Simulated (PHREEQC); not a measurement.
Solution (15 °C): 0.46 mol/kgw NaCl. It is in equilibrium with CO2 at log p = -3.5 (atm). Otherwise closed; pH follows from the charge balance.

All values are PHREEQC results (ion-association model, phreeqc.dat), not measurements.

### Question
The ionic strength comes out as 0.460 mol/kgw. What activity coefficients do Cl-, Na+, HCO3-, H+ get?

### Answer
Cl- 0.66, Na+ 0.72, HCO3- 0.70, H+ 0.77.

This is a speciation only: nothing precipitates in the calculation. Complexes and solids missing from the database can't appear.
